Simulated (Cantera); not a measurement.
An adiabatic, constant-volume homogeneous reactor starts with CH4 : CO : O2 : N2 = 1 : 1.1 : 1.16 : 9.16 (molar parts), equivalence ratio 2.2, at 1650 K and 1.00 bar. Integrator tolerance rtol = 1e-08.

Cantera simulation using GRI-Mech 3.0 (53 species, 325 reactions); the numbers are that mechanism's predictions, not measurements.

```tsv
quantity	before	after
time of steepest temperature rise	0.658 ms	0.223 s
temperature at 9.00 s	2548 K	2176 K
equilibrium temperature	2548 K	2176 K
x(CH4) at 9.00 s	4.82e-12 (gas-phase equilibrium 5.37e-12)	4.44e-11 (gas-phase equilibrium 4.96e-11)
x(CO) at 9.00 s	0.135 (gas-phase equilibrium 0.135)	0.133 (gas-phase equilibrium 0.133)
x(O2) at 9.00 s	3.73e-5 (gas-phase equilibrium 3.73e-5)	4.81e-7 (gas-phase equilibrium 4.81e-7)
x(CH3) at 9.00 s	7.70e-12 (gas-phase equilibrium 8.58e-12)	1.10e-11 (gas-phase equilibrium 1.22e-11)
x(HO2) at 9.00 s	2.43e-8 (gas-phase equilibrium 2.43e-8)	3.26e-10 (gas-phase equilibrium 3.26e-10)
x(C2H6) at 9.00 s	<1e-12 (gas-phase equilibrium <1e-12)	<1e-12 (gas-phase equilibrium <1e-12)
x(NO) at 9.00 s	0.000312 (gas-phase equilibrium 0.000312)	1.70e-5 (gas-phase equilibrium 1.70e-5)
```

**Question.** What was changed between the two runs?
(A) initial temperature 1650 to 1200 K
(B) pressure from 1.00 bar to 10.0 bar
(C) CO 1.1 to 0.35 parts
(D) O2 1.16 to 0.58 parts

**Answer.** A, initial temperature 1650 to 1200 K
